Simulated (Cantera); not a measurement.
A closed system holds: 1 mol Si2H6, 1.4 mol NO, equilibrated at 700 K and 0.00160 bar.

Cantera equilibrium calculation (NASA polynomials, part measured and part estimated; ideal gas, pure solids and liquids). The feed counts by its element totals alone. Kinetics and transport are ignored.

| species | before | after |
|---|---|---|
| N2 | <1e-9 | 0.487 |
| H2O | <1e-9 | 0.291 |
| H2 | 1.00 | 0.222 |
| Si(s), mol | 0.250 | 0 |
| SiO2(α-quartz), mol | 0.350 | 2.00 |
| Si2N2O(s), mol | 0.700 | 0 |
Gas species are given as mole fractions.

Which change was made?
A) Si2H6 replaced by SiH4
B) temperature from 700 K to 1673 K
C) NO from 1.4 to 5.7 mol
D) temperature from 700 K to 1900 K

C, NO from 1.4 to 5.7 mol
